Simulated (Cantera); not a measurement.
Input: 1 mol SiCl4, 83 mol N2, held at 1450 K and 0.0210 bar.

These are equilibrium values from Cantera (NASA tables, ideal gas, pure condensed phases), not measurements of a reactor. Candidate condensed phases: Si, Si3N4; 13 gas species. The tables' values for SiCl3 are old estimates; treat these amounts as uncertain. Kinetics and transport are ignored.

### Question
What is the equilibrium state?

### Answer
```
Property                              Value
--------------------------------  ---------
x(N2)                                 0.987
x(SiCl4)                             0.0113
x(Cl)                              0.000652
x(SiCl3)                           0.000501
x(SiCl2)                            8.10e-5
x(Cl2)                              5.25e-6
gas amount                        84.06 mol
log10 activity of Si(s) (absent)      -6.76
```
